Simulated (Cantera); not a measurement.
Charge: 1 mol AlN, 0.017 mol C, 2.4 mol N2, equilibrated at 3073 K and 1 atm.

These are equilibrium values from Cantera (NASA tables, ideal gas, pure condensed phases), not measurements of a reactor. Candidate condensed phases: Al, AlN, C; 16 gas species. Kinetics and transport are ignored.

Base state: N2 0.741, Al 0.255, CN 0.00277, Al2 0.000524, C2N2 0.000408, C3 0.000188, C 6.49e-5, AlC 4.64e-5 (mole fractions); condensed: gas only.

What changes in the equilibrium state with this change: temperature from 3073 K to 1450 K?


```csv
species,before,after
N2,0.741,1.00
C2N2,0.000408,1.46e-9
Al,0.255,<1e-9
CN,0.00277,<1e-9
Al2,0.000524,<1e-9
C3,0.000188,<1e-9
C,6.49e-5,<1e-9
AlC,4.64e-5,<1e-9
"AlN(s), mol",0,1.00
"C(graphite), mol",0,0.0170
```

What changes in the equilibrium state with this change: 0.099 mol CO2 added?


```json
[
 {"species": "N2", "before": "0.741", "after": "0.737"},
 {"species": "Al", "before": "0.255", "after": "0.212"},
 {"species": "CO", "before": "0", "after": "0.0295"},
 {"species": "Al2O", "before": "0", "after": "0.0205"},
 {"species": "C2N2", "before": "0.000408", "after": "<1e-9"},
 {"species": "AlO", "before": "0", "after": "0.000322"}
]
```
Further candidate phases: Al2O3.
